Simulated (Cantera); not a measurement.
Gas-phase reforming

An isothermal, constant-pressure homogeneous reactor starts with CH4 : H2O : H2 = 1 : 0.86 : 1.7 (molar parts), at 1625 K and 90.0 Torr.

Computed with Cantera and GRI-Mech 3.0 (53 species, 325 reactions).

| t (s) | x CH4 | x H2O | x H2 | x CH2 | x CH2CO |
|---|---|---|---|---|---|
| 0.000100 | 0.281 | 0.242 | 0.478 | 5.24e-10 | <1e-12 |
| 0.000282 | 0.281 | 0.242 | 0.478 | 4.05e-9 | <1e-12 |
| 0.000793 | 0.280 | 0.242 | 0.478 | 2.60e-8 | 3.61e-12 |
| 0.00223 | 0.279 | 0.241 | 0.478 | 9.74e-8 | 1.67e-9 |
| 0.00629 | 0.273 | 0.241 | 0.482 | 1.45e-7 | 1.62e-7 |
| 0.0177 | 0.257 | 0.238 | 0.495 | 1.41e-7 | 1.94e-6 |
| 0.0499 | 0.218 | 0.230 | 0.526 | 1.29e-7 | 6.91e-6 |
| 0.140 | 0.152 | 0.216 | 0.580 | 1.08e-7 | 1.41e-5 |
| 0.395 | 0.0792 | 0.198 | 0.642 | 7.97e-8 | 1.97e-5 |
| 1.11 | 0.0347 | 0.174 | 0.688 | 5.30e-8 | 1.96e-5 |
| 3.13 | 0.0205 | 0.136 | 0.724 | 3.48e-8 | 1.31e-5 |
| 8.83 | 0.0140 | 0.0860 | 0.762 | 2.03e-8 | 5.67e-6 |
| 24.9 | 0.00813 | 0.0407 | 0.796 | 9.93e-9 | 1.61e-6 |
| 70.0 | 0.00432 | 0.0131 | 0.817 | 4.63e-9 | 3.26e-7 |
x: mole fraction; the columns are a selection and need not sum to one.

Equilibrium at this temperature and pressure: CH4 0.00238, H2O 5.85e-7, H2 0.827, CH2 2.35e-9, CH2CO 2.17e-8 (gas phase only).
